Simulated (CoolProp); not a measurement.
Vapour-liquid equilibrium of cyclohexane (1) + p-xylene (2) at 358.2 K; x and y are mole fractions of (1).

Computed with CoolProp (multi-fluid Helmholtz-energy mixture model, Zhou 2014 and Zhou 2012; pair parameters Bell 2016).

```csv
x,bubble pressure (kPa),y at the bubble point,dew pressure at overall composition x (kPa),liquid density (mol/L)
0.05,25.58,0.294,19.80,7.610
0.125,34.93,0.519,___,7.672
0.2,43.57,0.643,23.01,7.735
0.275,51.59,0.722,25.03,7.799
0.35,59.08,0.778,27.43,7.864
0.425,66.12,0.820,30.34,7.930
0.5,72.82,0.854,33.91,7.998
0.575,___,0.882,38.41,___
0.65,___,___,44.23,8.138
0.725,91.76,0.929,51.97,8.211
0.8,97.98,0.949,62.61,8.285
0.875,104.3,0.968,77.60,8.362
0.95,110.8,0.987,98.32,8.442
```

**Question.** Some entries are withheld; supply them.

**Answer.** 
- 0.125, dew pressure at overall composition x (kPa): 21.28
- 0.575, bubble pressure (kPa): 79.27
- 0.575, liquid density (mol/L): 8.067
- 0.65, bubble pressure (kPa): 85.56
- 0.65, y at the bubble point: 0.906

No azeotrope shows between x = 0.05 and 0.95.

The pair parameters rest on a limited set of measurements; away from them the model extrapolates.
